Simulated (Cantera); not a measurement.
A closed system holds: 1 mol SiCl4, 4.3 mol O2, 190 mol N2, held at 133 Pa.

These are equilibrium values from Cantera (NASA tables, ideal gas, pure condensed phases), not measurements of a reactor. Candidate condensed phases: Si, SiO2, Si2N2O, Si3N4; 23 gas species. The tables hold silica as quartz up to 1696 K and as liquid above; real silica turns to tridymite and cristobalite and melts near 1996 K. Equilibrium is a limit: real reactors are often held back by kinetics, nucleation or transport.

Problem. Which condensed phases are stable at each of these points (T (K)): 1248, 1323, 1398, 1473, 1548, 1623, 1698, 1773, 1848?

Solution. 
```json
[
 {"T (K)": "1248", "condensed phases": "SiO2(β-quartz)", "Si condensed (%)": "100.0"},
 {"T (K)": "1323", "condensed phases": "SiO2(β-quartz)", "Si condensed (%)": "100.0"},
 {"T (K)": "1398", "condensed phases": "SiO2(β-quartz)", "Si condensed (%)": "100.0"},
 {"T (K)": "1473", "condensed phases": "SiO2(β-quartz)", "Si condensed (%)": "100.0"},
 {"T (K)": "1548", "condensed phases": "SiO2(β-quartz)", "Si condensed (%)": "100.0"},
 {"T (K)": "1623", "condensed phases": "SiO2(β-quartz)", "Si condensed (%)": "100.0"},
 {"T (K)": "1698", "condensed phases": "SiO2(condensed)", "Si condensed (%)": "100.0"},
 {"T (K)": "1773", "condensed phases": "SiO2(condensed)", "Si condensed (%)": "99.8"},
 {"T (K)": "1848", "condensed phases": "SiO2(condensed)", "Si condensed (%)": "98.3"}
]
```

From 1248 K to 1623 K the condensed part is SiO2(β-quartz). From 1698 K to 1848 K the condensed part is SiO2(condensed).
